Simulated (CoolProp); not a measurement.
Carbon monoxide along the isotherm -124.95 °C: Z from the reference equation and from simpler models built on Tc = -140.3 °C, pc = 3.498 MPa, ω = 0.050; each cubic takes its own stable root.

Computed with CoolProp (reference Helmholtz-energy equation of state, Lemmon 2006). It is a short technical equation, of lower accuracy than the large ones.

| p (MPa) | phase | reference | van der Waals | Redlich-Kwong | Soave-Redlich-Kwong | Peng-Robinson |
|---|---|---|---|---|---|---|
| 0.0166 | gas | 0.9989 | 0.9989 | 0.9988 | 0.9988 | 0.9987 |
| 0.025 | gas | 0.9983 | 0.9984 | 0.9982 | 0.9982 | 0.9980 |
| 0.0378 | gas | 0.9974 | 0.9975 | 0.9973 | 0.9974 | 0.9970 |
| 0.057 | gas | 0.9961 | 0.9963 | 0.9960 | 0.9960 | 0.9954 |
| 0.0859 | gas | 0.9941 | 0.9944 | 0.9939 | 0.9940 | 0.9931 |
| 0.13 | gas | 0.9910 | 0.9915 | 0.9908 | 0.9909 | 0.9896 |
| 0.196 | gas | 0.9864 | 0.9872 | 0.9860 | 0.9862 | 0.9843 |
| 0.295 | gas | 0.9794 | 0.9806 | 0.9789 | 0.9792 | 0.9763 |
| 0.445 | gas | 0.9688 | 0.9705 | 0.9680 | 0.9684 | 0.9641 |
| 0.672 | gas | 0.9525 | 0.9549 | 0.9513 | 0.9519 | 0.9454 |
| 1.01 | gas | 0.9276 | 0.9308 | 0.9258 | 0.9267 | 0.9171 |
| 1.53 | gas | 0.8878 | 0.8919 | 0.8851 | 0.8867 | 0.8725 |
| 2.31 | gas | 0.8240 | 0.8277 | 0.8202 | 0.8230 | 0.8024 |
| 3.48 | gas | 0.7167 | 0.7119 | 0.7116 | 0.7170 | 0.6888 |
| 5.25 | supercritical | 0.5220 | 0.4785 | 0.5239 | 0.5370 | 0.5051 |
